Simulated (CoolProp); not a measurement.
Vapour-liquid equilibrium of cyclohexane (1) + o-xylene (2) at 295.2 K; x and y are mole fractions of (1).

The numbers come from the multi-fluid Helmholtz-energy mixture model, Zhou 2014 and Zhou 2012; pair parameters Bell 2016 in CoolProp.

Problem. Give the bubble pressure and the first vapour's composition at x = 0.25, 0.45, 0.95. Is there an azeotrope?

Solution. x = 0.25: 0.004567 MPa, y = 0.873; x = 0.45: 0.006712 MPa, y = 0.931; x = 0.95: 0.01090 MPa, y = 0.994. No azeotrope shows between x = 0.05 and 0.95.

The pair parameters rest on a limited set of measurements; away from them the model extrapolates.
